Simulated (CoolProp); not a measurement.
Computed with CoolProp (reference Helmholtz-energy equation of state, Gao 2016).

### Question
For sulfur dioxide, give the phase and the Z, speed of sound (m/s), Joule-Thomson coefficient (K/MPa), isothermal compressibility (1/MPa) at 166.15 °C and 3.98 MPa.

### Answer
- 166.15 °C and 3.98 MPa: gas; Z 0.814, speed of sound 235, Joule-Thomson coefficient 11.9, isothermal compressibility 0.318
